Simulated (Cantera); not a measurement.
# Transport properties of process gases

Gas mixture: 100 % O₂, at 0.0100 bar, frozen composition.

Cantera's kinetic-theory transport with the Lennard-Jones parameters of GRI-Mech 3.0, ideal gas; thermal conductivity in the mixture-averaged form.

| T (K) | ρ (kg/m³) | cp (J/kg/K) | μ (µPa s) | λ (mW/m/K) | Pr | D (cm²/s) H₂O | D (cm²/s) NH₃ | D (cm²/s) NO |
|---|---|---|---|---|---|---|---|---|
| 400 | 0.00962 | 941.4 | 25.6 | 33.9 | 0.713 | 40.5 | 39.0 | 34.4 |
| 650 | 0.00592 | 1017 | 36.0 | 51.6 | 0.709 | 99.9 | 95.0 | 78.7 |
| 900 | 0.00428 | 1074 | 44.7 | 67.6 | 0.710 | 179 | 169 | 136 |
| 1150 | 0.00335 | 1109 | 52.5 | 82.2 | 0.708 | 274 | 257 | 205 |
| 1400 | 0.00275 | 1134 | 59.7 | 95.7 | 0.707 | 383 | 359 | 284 |
| 1650 | 0.00233 | 1155 | 66.4 | 108 | 0.707 | 506 | 474 | 373 |
| 1900 | 0.00203 | 1174 | 72.7 | 121 | 0.707 | 642 | 601 | 471 |
D: mixture-averaged diffusion coefficient of that species in the mixture.
